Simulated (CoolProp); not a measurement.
A single-stage vapour-compression cycle with the fluid: evaporating at 320.15 K (dew point), condensing at 351.15 K (bubble point), superheat 10 K, subcooling 0 K, compressor efficiency 0.85, no pressure losses. The same conditions are run with several fluids, on thermodynamics alone (safety and materials aside).

Model: reference Helmholtz-energy equation of state of each fluid (R1233zd(E): Akasaka 2022; R123: Younglove 1994; hydrogen sulfide: Lemmon 2006; n-perfluorobutane: Gao 2022; dimethyl ether: Wu 2011; R114: Platzer 1990), in CoolProp. The equations of Platzer and Polt are older, rougher fits.

Q: Rank R1233zd(E), R123, hydrogen sulfide, n-perfluorobutane, dimethyl ether, R114 by cooling COP, highest first.

A: R123 (7.73), R1233zd(E) (7.61), R114 (7.24), dimethyl ether (7.16), hydrogen sulfide (6.15), n-perfluorobutane (6.00)

```tsv
fluid	pressure ratio	discharge temperature (K)	refrigerating effect (kJ/kg)	volumetric capacity (kJ/m³)
R1233zd(E)	2.33	359.4	148	2050
R123	2.40	359.7	136	1560
hydrogen sulfide	1.84	392.2	294	15700
n-perfluorobutane	2.16	351.1	50.2	2590
dimethyl ether	2.01	368.7	299	6310
R114	2.16	355.2	93.5	2660
```

The compression ends wet for: n-perfluorobutane.
